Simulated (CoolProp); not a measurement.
Computed with CoolProp (reference Helmholtz-energy equation of state, Akasaka 2022).

For R1233zd(E), give the phase and the Z, cv (kJ/(kg K)), fugacity coefficient at 450 K and 0.896 MPa; 450 K and 1.66 MPa.


- 450 K and 0.896 MPa: gas; Z 0.914, cv 0.928, fugacity coefficient 0.920
- 450 K and 1.66 MPa: gas; Z 0.832, cv 0.944, fugacity coefficient 0.853
